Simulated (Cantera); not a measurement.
An adiabatic, constant-pressure homogeneous reactor starts with 14.8 % CH4, 17.5 % O2, 65.6 % N2, 2.08 % H2O, at 1273 K and 7500 Torr.

Detailed kinetics in Cantera: GRI-Mech 3.0 (53 species, 325 reactions).

Predict: time of steepest temperature rise; temperature at 6.00 s; equilibrium temperature; x(O2) at 6.00 s; x(H2O) at 6.00 s; x(HO2) at 6.00 s.


| Property | Value |
|---|---|
| time of steepest temperature rise | 2.69 ms |
| temperature at 6.00 s | 2510 K |
| equilibrium temperature | 2510 K |
| x(O2) at 6.00 s | 9.48e-6 (gas-phase equilibrium 9.48e-6) |
| x(H2O) at 6.00 s | 0.171 (gas-phase equilibrium 0.171) |
| x(HO2) at 6.00 s | 1.88e-8 (gas-phase equilibrium 1.88e-8) |
